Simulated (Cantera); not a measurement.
A closed system holds: 1 mol SiC, a varied amount of N₂O, 32 mol N₂, at 1327 °C and 0.00133 bar.

Method: chemical equilibrium by Gibbs-energy minimisation in Cantera with the NASA 1993 tables (ideal gas, pure condensed phases). Candidate condensed phases: C, Si, SiC, SiO₂, Si₂N₂O, Si₃N₄; 34 gas species. Mutual solubility and eutectic melting of coexisting phases are not modelled. The numbers say what is thermodynamically allowed, not how fast it happens.

Problem. What share of the Si ends up in condensed phases as a function of n(N₂O) (mol), at 0.25, 0.3, 0.38, 0.47, 0.58, 0.73, 0.9, 1.1?

Solution. 
| n(N₂O) (mol) | Si condensed (%) | as |
|---|---|---|
| 0.25 | 87.5 | SiC(s) |
| 0.3 | 85.0 | SiC(s) |
| 0.38 | 81.0 | SiC(s) |
| 0.47 | 76.5 | SiC(s) |
| 0.58 | 73.8 | SiC(s) + Si₂N₂O(s) |
| 0.73 | 71.2 | SiC(s) + Si₂N₂O(s) |
| 0.9 | 68.6 | SiC(s) + Si₂N₂O(s) |
| 1.1 | 65.8 | SiC(s) + Si₂N₂O(s) |
